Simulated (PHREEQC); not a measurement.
A solution holds 0.0039 mol/kgw H2SO4, 0.00017 mol/kgw H4SiO4 and 0.0037 mol/kgw H3BO3, at 65 °C. Closed to the air; pH follows from the charge balance.

Model: ion-association model, wateq4f.dat, run in PHREEQC.

Precipitation was switched off in this run.

Question: Predict the pH, ionic strength.

Answer: pH 2.27; ionic strength 0.00772 mol/kgw.

Question: In which forms is S present?

Answer: HSO4- 51 %, SO4-2 49 % of the S.

Away from 25 °C the constants follow the database's enthalpies or fits; those with neither stay at their 25 °C values.
